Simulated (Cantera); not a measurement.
A closed system holds: 1 mol HMDSO, 12 mol H2O, 46 mol H2, held at 1330 Pa.

Method: chemical equilibrium by Gibbs-energy minimisation in Cantera with the NASA 1993 tables (ideal gas, pure condensed phases). Candidate condensed phases: C, C6H6, C7H8, C8H18, H2O, Si, SiC, SiO2; 123 gas species. The feed counts by its element totals alone. The tables hold silica as quartz up to 1696 K and as liquid above; real silica turns to tridymite and cristobalite and melts near 1996 K. Kinetics and transport are ignored.

x: gas mole fraction; n: condensed amount in mol.

| T (K) | x H2 | x CO | x H2O | x CO2 | x H | x SiO | x OH | n SiO2(β-quartz) | n SiO2(condensed) |
|---|---|---|---|---|---|---|---|---|---|
| 1048 | 0.881 | 0.0783 | 0.0372 | 0.00392 | [?] | <1e-12 | 8.35e-12 | 2.00 | 0 |
| 1148 | 0.880 | 0.0793 | 0.0382 | 0.00291 | [?] | 4.46e-12 | 1.51e-10 | 2.00 | 0 |
| 1248 | 0.879 | 0.0799 | 0.0388 | 0.00227 | [?] | 4.35e-10 | 1.71e-9 | 2.00 | 0 |
| 1348 | 0.879 | 0.0804 | 0.0393 | 0.00184 | [?] | 2.13e-8 | 1.35e-8 | 2.00 | 0 |
| 1448 | 0.878 | 0.0807 | 0.0396 | 0.00153 | [?] | 6.00e-7 | 8.02e-8 | 2.00 | 0 |
| 1548 | 0.878 | 0.0809 | 0.0398 | 0.00131 | [?] | 1.09e-5 | 3.78e-7 | 2.00 | 0 |
| 1648 | 0.877 | 0.0810 | 0.0401 | 0.00115 | [?] | 0.000137 | 1.48e-6 | 1.99 | 0 |
| 1748 | 0.874 | 0.0810 | 0.0412 | 0.00106 | [?] | 0.00123 | 5.09e-6 | 0 | 1.91 |

Question: Complete the blanks.

Answer: 
- 1048, x H: 6.28e-8
- 1148, x H: 5.82e-7
- 1248, x H: 3.79e-6
- 1348, x H: 1.88e-5
- 1448, x H: 7.48e-5
- 1548, x H: 0.000250
- 1648, x H: 0.000722
- 1748, x H: 0.00185
